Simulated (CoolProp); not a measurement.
Vapour-liquid equilibrium of propylene (1) + R114 (2) at 308.2 K; x and y are mole fractions of (1).

Computed with CoolProp (multi-fluid Helmholtz-energy mixture model, Lemmon 2013 and Platzer 1990; pair parameters Bell 2016). This equation is an older, rougher fit; its heat capacities, sound speeds and derivatives of the liquid may be far off and weren't checked against measurements.

```tsv
x	bubble pressure, mixture model (MPa)	bubble pressure, Raoult's law (MPa)	y, mixture model	y, Raoult's law
0.05	0.3652	0.3516	0.220	0.209
0.125	0.4737	0.4400	0.426	0.418
0.2	0.5795	0.5284	0.555	0.557
0.275	0.6807	0.6167	[?]	0.656
0.35	[?]	0.7051	0.707	0.730
0.425	0.8659	0.7935	0.756	0.788
0.5	0.9504	0.8819	0.796	0.834
0.575	1.031	0.9703	0.830	0.872
0.65	1.108	1.059	0.861	0.903
0.725	1.184	1.147	[?]	0.930
0.8	1.260	1.235	0.918	0.953
0.875	1.337	1.324	0.947	0.972
0.95	1.416	1.412	0.978	0.990
```

### Question
What belongs in the gaps?

### Answer

- 0.275, y, mixture model: 0.643
- 0.35, bubble pressure, mixture model (MPa): 0.7762
- 0.725, y, mixture model: 0.890

The largest gap from Raoult's law is +10.4 % in bubble pressure, at x = 0.275. No azeotrope shows between x = 0.05 and 0.95.

The pair parameters rest on a limited set of measurements; away from them the model extrapolates.
